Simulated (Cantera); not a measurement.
An isothermal, constant-pressure homogeneous reactor starts with C2H4 : H2 = 1 : 6.6 (molar parts), at 1225 K and 0.849 atm. Integrator tolerance rtol = 1e-08.

Cantera simulation using GRI-Mech 3.0 (53 species, 325 reactions); the numbers are that mechanism's predictions, not measurements. GRI-Mech 3.0 was tuned for natural gas; its chemistry of ethylene as a main component is partial and can be far from experiment. GRI-Mech 3.0 stops at C3 and has no aromatics, soot or wall deposition, so with more carbon than oxygen in the feed, carbon stays in small species such as C2H2 where larger ones or solid carbon would form.

Task: What does this change do: pressure from 0.849 atm to 0.000227 atm?

Result: 
| quantity | before | after |
|---|---|---|
| x(C2H4) at 3.00 s | 0.0367 (gas-phase equilibrium 0.00167) | 0.131 (gas-phase equilibrium 0.000192) |
| x(H2) at 3.00 s | 0.759 (gas-phase equilibrium 0.700) | 0.868 (gas-phase equilibrium 0.882) |
| x(C2H2) at 3.00 s | 0.00726 (gas-phase equilibrium 0.000338) | 9.58e-5 (gas-phase equilibrium 0.115) |
| x(CH4) at 3.00 s | 0.194 (gas-phase equilibrium 0.298) | 6.95e-11 (gas-phase equilibrium 0.00208) |
| x(C2H) at 3.00 s | 3.44e-12 (gas-phase equilibrium <1e-12) | <1e-12 (gas-phase equilibrium 5.86e-10) |
| x(C2H6) at 3.00 s | 0.00258 (gas-phase equilibrium 0.000114) | 1.37e-9 (gas-phase equilibrium 4.41e-9) |
| x(CH2) at 3.00 s | 8.48e-12 (gas-phase equilibrium <1e-12) | <1e-12 (gas-phase equilibrium 1.03e-11) |
Radical loss at walls, strong at low pressure, is not modelled.
